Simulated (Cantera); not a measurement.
Cantera run:

```python
import numpy as np
import cantera as ct

gas_names = """
    H H2 N NH NH2 NH3 N2 N2H2 N2H4 Si SiH SiH2 SiH3 SiH4 SiN Si2 Si2N Si3
""".split()
cond_names = """
    Si(cr) Si(L) Si3N4(a)
""".split()


# ... load() reads the species with a 1 bar reference pressure and builds the phases ...
atoms = {
    'SiH4': {'Si': 1, 'H': 4},
    'N2': {'N': 2},
}
top_T = {'Si3N4(a)': 2400}  # K; cautious upper limits of use, not melting points


# ... equilibrate(T, P, feed) seeds the gas with the atoms and calls Mixture.equilibrate('TP', solver="vcs", rtol=1e-11, max_steps=5000) ...
results = []
feed = {'SiH4': 1, 'N2': 0.58}  # mol
P = 1000  # Pa
for T in [823, 1023, 1223, 1423, 1623, 1823, 2023]:
    mix = equilibrate(T, P, feed)
    results.append((T, P, feed, dict(zip(mix.species_names, mix.species_moles))))

top = {s: max(r[3][s] / sum(r[3][g] for g in gas_names) for r in results) for s in gas_names}
cols = sorted((s for s in top if top[s] > 0.001), key=lambda s: -top[s])[:6]
seen = [c for c in cond_names if any(r[3].get(c, 0) > 1e-12 for r in results)]
print("log10 of partial pressures in bar; condensed amounts in mol")
print(f"{'T/K':>10s}" + "".join(f"{s[:9]:>10s}" for s in cols + seen))
for T, P, feed, n in results:
    ng = sum(n[g] for g in gas_names)
    print(f"{T:10.4g}" + "".join(f"{np.log10(max(n[s] / ng * P / 1e5, 1e-99)):10.3f}" for s in cols)
          + "".join(f"{n.get(c, 0):10.4g}" for c in seen))
```

Result:

```
log10 of partial pressures in bar; condensed amounts in mol
       T/K        H2        N2         H        Si    Si(cr)     Si(L)  Si3N4(a)
       823    -2.000   -14.984   -12.135   -20.787      0.13         0      0.29
      1023    -2.000   -10.349    -9.383   -15.225      0.13         0      0.29
      1223    -2.000    -7.241    -7.522   -11.492      0.13         0      0.29
      1423    -2.000    -5.019    -6.178    -8.816    0.1329         0     0.289
      1623    -2.020    -3.354    -5.170    -6.806    0.2688         0    0.2437
      1823    -2.113    -2.649    -4.420    -5.355         0    0.9986         0
      2023    -2.122    -2.655    -3.782    -4.245         0     0.983         0
```

These are equilibrium values from Cantera (NASA tables, ideal gas, pure condensed phases), not measurements of a reactor. N2 is the only nitrogen source here; it is nearly inert below about 1500 K, so the nitride shown seldom forms there in practice. Mutual solubility and eutectic melting of coexisting phases are not modelled. The tables' values for SiN are old estimates; treat these amounts as uncertain. Gases not in the tables: Si2H6 and higher silanes.
